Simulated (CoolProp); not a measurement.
Values from CoolProp's reference Helmholtz-energy equation of state, Lemmon 2006. It is a short technical equation, of lower accuracy than the large ones.

### Question
For isohexane, give the phase and the density (kg/m³), cp (kJ/(kg K)), expansivity (1/kK), fugacity coefficient at 340.4 K and 24.4 bar; 396.8 K and 24.4 bar; 410.9 K and 24.4 bar.

### Answer
- 340.4 K and 24.4 bar: liquid; density 612, cp 2.44, expansivity 1.59, fugacity coefficient 0.0549
- 396.8 K and 24.4 bar: liquid; density 552, cp 2.75, expansivity 2.16, fugacity coefficient 0.207
- 410.9 K and 24.4 bar: liquid; density 534, cp 2.85, expansivity 2.42, fugacity coefficient 0.267
